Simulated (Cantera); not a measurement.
Si3N4 + C + H2 (sublimation and decomposition of ceramics)

A closed system holds: 1 mol Si3N4, 0.011 mol C, 2.9 mol H2, held at 2550 K and 13.5 Torr.

Cantera equilibrium calculation (NASA polynomials, part measured and part estimated; ideal gas, pure solids and liquids). Candidate condensed phases: C, C6H6, C7H8, C8H18, Si, SiC, Si3N4; 105 gas species. The tables' values for SiN are old estimates; treat these amounts as uncertain. Gases not in the tables: Si2H6 and higher silanes. Rates play no part.

```
Property                                   Result
--------------------------------------  ---------
x(Si)                                       0.330
x(H2)                                       0.286
x(N2)                                       0.240
x(H)                                        0.124
x(Si2)                                    0.00819
x(SiH)                                    0.00580
x(SiN)                                    0.00203
x(Si2N)                                   0.00151
x(Si3)                                    0.00120
gas amount                              8.263 mol
log10 activity of Si(l) (absent)            -0.06
log10 activity of C(graphite) (absent)      -2.17
```
